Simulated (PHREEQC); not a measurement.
Consider water at 35 °C with 3.3 mmol/kgw HF, 2.6 mmol/kgw KF and 0.0035 mmol/kgw H4SiO4. Closed to the air; pH follows from the charge balance.

Model: ion-association model, phreeqc.dat, run in PHREEQC.

Precipitation was switched off in this run.

### Question
Order these F species by the share of F that they hold, largest first: F-, HF, HF2-, SiF6-2.

### Answer
F- (53 %), HF (46 %), HF2- (1.2 %), SiF6-2 (0.35 %)

The pH is 3.29 and the ionic strength 0.00315 mol/kgw. Species that the database lacks are ignored. SiF6-2 is the database's only silicon fluoride.
